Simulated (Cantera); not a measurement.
**Ignition delay**

Mixture: CH3OH : O2 : N2 = 1 : 1.36 : 6.82 (molar parts), equivalence ratio 1.1, at 1130 Torr, adiabatic and at constant pressure. Ignition delay is the time to a rise of 400 K.

Detailed kinetics in Cantera: GRI-Mech 3.0 (53 species, 325 reactions). GRI-Mech 3.0 was tuned for natural gas; its chemistry of methanol as a main component is partial and can be far from experiment.

| T0 (K) | delay (ms) |
|---|---|
| 1250 | 3.21 |
| 1325 | 1.13 |
| 1400 | 0.458 |
| 1475 | 0.211 |
| 1550 | 0.108 |
| 1625 | 0.0602 |
| 1700 | 0.0360 |

| Quantity | Result |
|---|---|
| apparent activation energy between 1550 and 1700 K | 160 kJ/mol |
